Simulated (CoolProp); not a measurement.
Vapour-liquid equilibrium of C2F6 (R116) (1) + R22 (2) at 196.7 K; x and y are mole fractions of (1).

Model: multi-fluid Helmholtz-energy mixture model, Lemmon 2006 and Kamei 1995; pair parameters Bell 2016, in CoolProp.

| x | bubble pressure, mixture model (MPa) | bubble pressure, Raoult's law (MPa) | y, mixture model | y, Raoult's law |
|---|---|---|---|---|
| 0.05 | ___ | 0.01819 | ___ | 0.304 |
| 0.15 | 0.08543 | 0.02791 | 0.855 | 0.594 |
| 0.25 | ___ | 0.03764 | ___ | 0.734 |
| 0.35 | 0.09953 | 0.04736 | 0.881 | 0.817 |
| 0.45 | 0.09957 | 0.05709 | 0.881 | 0.872 |
| 0.55 | ___ | 0.06681 | 0.881 | 0.910 |
| 0.65 | 0.1007 | 0.07654 | 0.885 | 0.939 |
| 0.75 | 0.1029 | 0.08626 | 0.896 | 0.961 |
| 0.85 | 0.1060 | 0.09599 | 0.919 | 0.979 |
| 0.95 | ___ | 0.1057 | ___ | 0.994 |

Problem. Fill in the missing entries.

Solution. 
- 0.05, bubble pressure, mixture model (MPa): 0.04978
- 0.05, y, mixture model: 0.740
- 0.25, bubble pressure, mixture model (MPa): 0.09694
- 0.25, y, mixture model: 0.876
- 0.55, bubble pressure, mixture model (MPa): 0.09964
- 0.95, bubble pressure, mixture model (MPa): 0.1093
- 0.95, y, mixture model: 0.965

The largest gap from Raoult's law is +206.1 % in bubble pressure, at x = 0.15. No azeotrope shows between x = 0.05 and 0.95.

Pair parameters are fitted to limited data, so mixtures are less certain than the pure fluids. With so large a gap from Raoult's law the liquid may split in two, which this calculation doesn't test in full.
